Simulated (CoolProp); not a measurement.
50 sccm (0 °C, 1 atm) of nitrogen bubbles through liquid hexamethyldisiloxane (MM) at 323 K and leaves saturated at a total pressure of 0.134 MPa (ideal gas phase). Each further row changes one setting.

Model: reference Helmholtz-energy equation of state, Thol 2016, in CoolProp.

```tsv
case	vapour pressure (kPa)	mole fraction of vapour	delivery (mg/min)	delivery (sccm)	change of delivery for a bath 1 K warmer (%)
as stated	17.4	(withheld)	(withheld)	(withheld)	4.9
bath temperature 328 K	21.4	0.160	(withheld)	(withheld)	4.9
total pressure 0.268 MPa	17.4	(withheld)	(withheld)	3.48	(withheld)
```

Task: Some entries are withheld; supply them.

Result: 
- as stated, mole fraction of vapour: 0.130
- as stated, delivery (mg/min): 54.2
- as stated, delivery (sccm): 7.49
- bath temperature 328 K, delivery (mg/min): 68.8
- bath temperature 328 K, delivery (sccm): 9.50
- total pressure 0.268 MPa, mole fraction of vapour: 0.0651
- total pressure 0.268 MPa, delivery (mg/min): 25.2
- total pressure 0.268 MPa, change of delivery for a bath 1 K warmer (%): 4.5
